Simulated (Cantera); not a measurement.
Cantera run, input and output.

```python
import numpy as np
import cantera as ct

gas = ct.Solution("gri30.yaml")


def delay(T, t_max=10):
    gas.TPX = T, 790000, {'CH4': 1, 'O2': 2.06, 'N2': 8.04}
    reactor = ct.IdealGasConstPressureReactor(gas, clone=False)
    net = ct.ReactorNet([reactor])
    net.rtol, net.atol = 1e-8, 1e-16
    while net.time < t_max:
        t_old, T_old = net.time, reactor.T
        net.step()
        if reactor.T > T + 400:  # ignition: a rise of 400 K
            return t_old + (T + 400 - T_old) / (reactor.T - T_old) * (net.time - t_old)
    return np.nan


taus = []
for T in [1000, 1050, 1100, 1150, 1200, 1250, 1300, 1350, 1400]:
    taus.append(delay(T))
    print(f"T0 = {T:6g} K   tau = {taus[-1]:.4e} s")
```

Result:

```
T0 =   1000 K   tau = 1.0975e-01 s
T0 =   1050 K   tau = 4.8829e-02 s
T0 =   1100 K   tau = 2.3447e-02 s
T0 =   1150 K   tau = 1.1875e-02 s
T0 =   1200 K   tau = 6.2544e-03 s
T0 =   1250 K   tau = 3.4002e-03 s
T0 =   1300 K   tau = 1.9005e-03 s
T0 =   1350 K   tau = 1.0895e-03 s
T0 =   1400 K   tau = 6.3925e-04 s
```

Model: GRI-Mech 3.0 (53 species, 325 reactions), integrated in Cantera.
